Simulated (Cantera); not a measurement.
A closed system holds: 1 mol MgO, 0.83 mol Cl2, 2.4 mol O2, equilibrated at 62.0 Pa.

Cantera equilibrium calculation (NASA polynomials, part measured and part estimated; ideal gas, pure solids and liquids). Candidate condensed phases: Mg, MgCl2, MgO; 11 gas species. The numbers say what is thermodynamically allowed, not how fast it happens.

x: gas mole fraction; n: condensed amount in mol.

| T (K) | x O2 | x Cl | x Cl2 | x MgCl2 | x O | n MgO(s) |
|---|---|---|---|---|---|---|
| 1198 | 0.717 | 0.0784 | 0.178 | 0.0264 | [?] | 0.910 |
| 1298 | 0.697 | 0.148 | 0.0909 | 0.0650 | [?] | 0.765 |
| 1398 | 0.680 | 0.201 | 0.0319 | 0.0874 | [?] | 0.670 |
| 1498 | 0.667 | 0.234 | 0.0102 | 0.0885 | [?] | 0.659 |
| 1598 | 0.658 | 0.256 | 0.00345 | 0.0818 | [?] | 0.682 |
| 1698 | 0.649 | 0.274 | 0.00129 | 0.0737 | [?] | 0.711 |
| 1798 | 0.641 | 0.289 | 0.000528 | 0.0659 | [?] | 0.741 |

Question: Some entries are withheld; supply them.

Answer: 
- 1198, x O: 8.17e-7
- 1298, x O: 5.72e-6
- 1398, x O: 3.04e-5
- 1498, x O: 0.000129
- 1598, x O: 0.000461
- 1698, x O: 0.00142
- 1798, x O: 0.00384
